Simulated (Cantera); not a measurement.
A freely propagating, adiabatic, planar premixed flame of 23.7 % H2, 16.0 % O2, 60.2 % N2, unburnt at 425 K and 0.340 bar; multicomponent+Soret transport, grid criteria slope 0.08 and curve 0.16, no radiation.

Cantera simulation using the H2/O2 subset of GRI-Mech 3.0, which has no nitrogen chemistry; the numbers are that mechanism's predictions, not measurements. Burning velocities carry a grid error of a few per cent, more on coarse grids.

Question: Predict: laminar burning velocity; thermal thickness; peak x(OH); peak x(O); peak x(H); peak x(H2O2).

Answer: 
| Quantity | Value |
|---|---|
| laminar burning velocity | 259 cm/s |
| thermal thickness | 1.56 mm |
| peak x(OH) | 0.0135 |
| peak x(O) | 0.0130 |
| peak x(H) | 0.0368 |
| peak x(H2O2) | 2.97e-5 |
